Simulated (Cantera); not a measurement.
Input (Python, Cantera) and output of one run.

```python
import numpy as np
import cantera as ct

gas_names = """
    H HO2 H2 H2O H2O2 O OH O2 O3 Si SiH SiH2 SiH3 SiH4 SiO SiO2 Si2 Si3
""".split()
cond_names = """
    H2O(s) H2O(L) Si(cr) Si(L) SiO2(Lqz) SiO2(hqz) SiO2(L)
""".split()


# ... load() reads the species with a 1 bar reference pressure and builds the phases ...
atoms = {
    'Si': {'Si': 1},
    'O2': {'O': 2},
    'H2': {'H': 2},
}
top_T = {}  # K; cautious upper limits of use, not melting points


# ... equilibrate(T, P, feed) seeds the gas with the atoms and calls Mixture.equilibrate('TP', solver="vcs", rtol=1e-11, max_steps=5000) ...
results = []
feed = {'Si': 1, 'O2': 0.63, 'H2': 360}  # mol
T = 1750  # K
P = 53  # Pa
mix = equilibrate(T, P, feed)
results.append((T, P, feed, dict(zip(mix.species_names, mix.species_moles))))
print(gas.report(threshold=0.001))
for i in range(1, mix.n_phases):
    print(f"{mix.phase(i).name:16s} {mix.phase_moles(i):12.5e} mol")
```

Result:

```
       temperature   1750 K
          pressure   53 Pa
           density   7.7706e-06 kg/m^3
  mean mol. weight   2.1333 kg/kmol
   phase of matter   gas

                          1 kg             1 kmol
                     ---------------   ---------------
          enthalpy        2.1641e+07        4.6167e+07  J
   internal energy        1.4821e+07        3.1617e+07  J
           entropy        1.1593e+05        2.4731e+05  J/K
    Gibbs function       -1.8124e+08       -3.8663e+08  J
 heat capacity c_p             15569             33214  J/K
 heat capacity c_v             11672             24900  J/K

                      mass frac. Y      mole frac. X     chem. pot. / RT
                     ---------------   ---------------   ---------------
                 H         0.0047411          0.010034            -13.31
                H2           0.93225           0.98649            -26.62
               SiO          0.056956         0.0027562           -49.522
     [  +15 minor]         0.0060516        0.00071663

Si(L)             0.00000e+00 mol
SiO2(L)           0.00000e+00 mol
```

These are equilibrium values from Cantera (NASA tables, ideal gas, pure condensed phases), not measurements of a reactor.
